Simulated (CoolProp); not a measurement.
Vapour-liquid equilibrium of R22 (1) + R142b (2) at 256.8 K; x and y are mole fractions of (1).

The numbers come from the multi-fluid Helmholtz-energy mixture model, Kamei 1995 and Lemmon 2006; pair parameters Bell 2016 in CoolProp.

Give the bubble pressure and the first vapour's composition at x = 0.25, 0.75, 0.85. Is there an azeotrope?

x = 0.25: 0.1222 MPa, y = 0.528; x = 0.75: 0.2243 MPa, y = 0.914; x = 0.85: 0.2471 MPa, y = 0.954. No azeotrope shows between x = 0.05 and 0.95.

Pair parameters are fitted to limited data, so mixtures are less certain than the pure fluids.
